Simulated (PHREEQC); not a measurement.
1.4 g of hydrous ferric oxide (600 m²/g; 0.2 weak and 0.005 strong sites per Fe, Dzombak-Morel constants, diffuse double layer) in 1 kg of water with 0.05 mol/kgw of an inert sodium salt and 0.00019 mol/kgw Na2SO4, 0.0001 mol/kgw PbCl2 and 7.7e-05 mol/kgw CaCl2, at 25 °C; the pH is set by adding NaOH or the inert anion's acid. O2 is buffered at 0.21 atm. CO2 from the air is kept out. Nothing may precipitate in this run.

Computed with PHREEQC (ion-association model, wateq4f.dat).

| pH | S sorbed (%) | Pb sorbed (%) | Ca sorbed (%) | surface charge σ (C/m²) |
|---|---|---|---|---|
| 4 | 99.8 | 60.9 | 0.0 | 0.263 |
| 4.5 | 99.7 | 76.5 | 0.0 | 0.214 |
| 5 | 99.2 | 87.2 | 0.0 | 0.162 |
| 5.5 | 97.2 | 96.8 | 0.0 | 0.116 |
| 6 | 89.6 | 99.5 | 0.0 | 0.079 |
| 6.5 | 66.7 | 99.9 | 0.0 | 0.053 |
| 7 | 31.5 | 100.0 | 0.2 | 0.034 |
| 7.5 | 7.9 | 100.0 | 1.5 | 0.018 |
| 8 | 1.3 | 100.0 | 10.7 | 0.005 |
| 8.5 | 0.2 | 100.0 | 48.6 | -0.008 |
| 9 | 0.0 | 100.0 | 88.0 | -0.022 |
| 9.5 | 0.0 | 100.0 | 98.2 | -0.041 |
| 10 | 0.0 | 100.0 | 99.7 | -0.067 |
| 10.5 | 0.0 | 100.0 | 100.0 | -0.102 |
| 11 | 0.0 | 100.0 | 100.0 | -0.146 |
| 11.5 | 0.0 | 100.0 | 100.0 | -0.200 |
| 12 | 0.0 | 100.0 | 100.0 | -0.258 |
